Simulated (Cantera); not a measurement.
A closed system holds: 1 mol SiH2Cl2, 0.081 mol O3, 6 mol NO, at 0.00133 bar.

Method: chemical equilibrium by Gibbs-energy minimisation in Cantera with the NASA 1993 tables (ideal gas, pure condensed phases). Candidate condensed phases: H2O, NH4Cl, Si, SiO2, Si2N2O, Si3N4; 47 gas species. The tables hold silica as quartz up to 1696 K and as liquid above; real silica turns to tridymite and cristobalite and melts near 1996 K. Equilibrium is a limit: real reactors are often held back by kinetics, nucleation or transport. All values below are at 1173 K.

Base state: N2 0.422, O2 0.291, HCl 0.252, H2O 0.0148, Cl2 0.00998, Cl 0.00969, NO 0.000137 (mole fractions); condensed: SiO2(β-quartz).

**Question.** What changes in the equilibrium state with this change: SiH2Cl2 replaced by SiH4?

**Answer.** 
```csv
species,before,after
N2,0.422,0.490
H2O,0.0148,0.327
O2,0.291,0.183
HCl,0.252,0
Cl2,0.00998,0
Cl,0.00969,0
OH,4.50e-6,1.88e-5
NO,0.000137,0.000117
"SiO2(β-quartz), mol",1.00,1.00
```
